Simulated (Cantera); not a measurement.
Mixture: 33.5 % H₂, 14.0 % O₂, 52.6 % N₂, equivalence ratio 1.2, at 140000 Pa, adiabatic and at constant volume. Ignition delay is the time to a rise of 400 K.

Computed with Cantera and GRI-Mech 3.0 (53 species, 325 reactions). Below about 950 K walls govern HO2 and H2O2 in real vessels.

Predict: delay at 873 K; delay at 973 K; delay at 1073 K; delay at 1173 K; delay at 1273 K; delay at 1373 K; apparent activation energy between 1173 and 1373 K.


```
Property                                               Result
--------------------------------------------------  ---------
delay at 873 K                                        0.613 s
delay at 973 K                                        7.18 ms
delay at 1073 K                                       94.3 µs
delay at 1173 K                                       39.4 µs
delay at 1273 K                                       22.7 µs
delay at 1373 K                                       15.1 µs
apparent activation energy between 1173 and 1373 K  64 kJ/mol
```
